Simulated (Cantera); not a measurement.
Charge: 1 mol Cu2O, 21 mol H2, held at 1800 K and 18.0 Pa.

These are equilibrium values from Cantera (NASA tables, ideal gas, pure condensed phases), not measurements of a reactor. Candidate condensed phases: Cu, CuO, Cu(OH)2, Cu2O, H2O; 12 gas species. Equilibrium is a limit: real reactors are often held back by kinetics, nucleation or transport.

Base state: H2 0.847, Cu 0.0859, H2O 0.0429, H 0.0246, OH 8.21e-5 (mole fractions); condensed: gas only.

What changes in the equilibrium state with this change: pressure from 18.0 Pa to 4.80 mbar?


```json
[
 {"species": "H2", "before": "0.847", "after": "0.865"},
 {"species": "Cu", "before": "0.0859", "after": "0.0865"},
 {"species": "H2O", "before": "0.0429", "after": "0.0434"},
 {"species": "H", "before": "0.0246", "after": "0.00481"},
 {"species": "Cu2", "before": "4.70e-6", "after": "0.000127"},
 {"species": "OH", "before": "8.21e-5", "after": "1.59e-5"}
]
```
